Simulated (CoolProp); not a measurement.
Vapour-liquid equilibrium of acetone (1) + toluene (2) at 45.15 °C; x and y are mole fractions of (1).

Model: multi-fluid Helmholtz-energy mixture model, Lemmon 2006 and Lemmon 2006; pair parameters Bell 2016, in CoolProp.

| x | bubble pressure (MPa) | y at the bubble point | dew pressure at overall composition x (MPa) | liquid density (mol/L) |
|---|---|---|---|---|
| 0.05 | 0.01552 | 0.386 | 0.01044 | 9.291 |
| 0.125 | 0.02249 | 0.603 | 0.01127 | 9.507 |
| 0.2 | 0.02823 | 0.704 | 0.01223 | 9.734 |
| 0.275 | 0.03311 | 0.765 | 0.01338 | 9.973 |
| 0.35 | 0.03739 | 0.806 | 0.01475 | 10.22 |
| 0.425 | 0.04127 | 0.838 | 0.01644 | 10.49 |
| 0.5 | 0.04489 | 0.865 | 0.01855 | 10.77 |
| 0.575 | 0.04837 | 0.888 | 0.02126 | 11.06 |
| 0.65 | 0.05179 | 0.909 | 0.02485 | 11.38 |
| 0.725 | 0.05523 | 0.929 | 0.02976 | 11.71 |
| 0.8 | 0.05874 | 0.948 | 0.03668 | 12.06 |
| 0.875 | 0.06235 | 0.967 | 0.04641 | 12.44 |
| 0.95 | 0.06611 | 0.987 | 0.05909 | 12.83 |

No azeotrope shows between x = 0.05 and 0.95.

The pair parameters rest on a limited set of measurements; away from them the model extrapolates.
